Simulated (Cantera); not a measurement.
Feed: 1 mol SiH₂Cl₂, 0.015 mol C₃H₈, 16 mol H₂, 0.14 mol HCl, at 0.00230 bar.

These are equilibrium values from Cantera (NASA tables, ideal gas, pure condensed phases), not measurements of a reactor. Candidate condensed phases: C, C₆H₆, C₇H₈, C₈H₁₈, Si, SiC; 109 gas species. The tables' values for SiCl are old estimates; treat these amounts as uncertain. Gases not in the tables: Si₂H₆ and higher silanes. Kinetics and transport are ignored. All values below are at 2350 K.

Base state: H₂ 0.649, H 0.209, HCl 0.0777, Si 0.0418, Cl 0.0180, SiCl 0.00136, SiCl₂ 0.00104, SiH 0.000543 (mole fractions); condensed: gas only.

Question: What changes in the equilibrium state with this change: pressure from 0.00230 bar to 0.0133 bar?

Answer: 
```
species    before     after
-------  --------  --------
H₂          0.649     0.764
H           0.209    0.0944
HCl        0.0777    0.0855
Cl         0.0180   0.00757
Si         0.0418    0.0365
Si₃       7.20e-7   1.62e-5
SiH₂      2.49e-5  0.000149
SiCl₂     0.00104   0.00542
Si₂       5.88e-5  0.000261
Si₂C     0.000447   0.00142
```
